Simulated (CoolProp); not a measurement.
Properties of octamethylcyclotetrasiloxane (D4) along the isobar 1.48 MPa.

The numbers come from the reference Helmholtz-energy equation of state, Thol 2015 in CoolProp.

```
T (K)          phase  density (kg/m³)  Joule-Thomson coefficient (K/MPa)  expansivity (1/kK)
-----  -------------  ---------------  ---------------------------------  ------------------
401.7         liquid            832.6                            -0.2630               1.467
417.3         liquid            813.3                            -0.2299               1.540
432.9         liquid            793.5                            -0.1915               1.626
448.5         liquid            773.0                            -0.1460               1.730
464           liquid            751.9                           -0.09098               1.857
479.6         liquid            729.5                           -0.02157               2.017
495.2         liquid            705.8                            0.06881               2.226
510.8         liquid            680.3                             0.1922               2.508
526.4         liquid            652.3                             0.3715               2.913
542           liquid            620.5                             0.6569               3.548
557.6         liquid            582.4                              1.184               4.702
573.2         liquid            531.4                              2.497               7.588
588.8  supercritical            424.7                              12.47               36.10
604.4  supercritical            175.0                              22.61               19.66
620    supercritical            142.0                              14.84               9.712
```
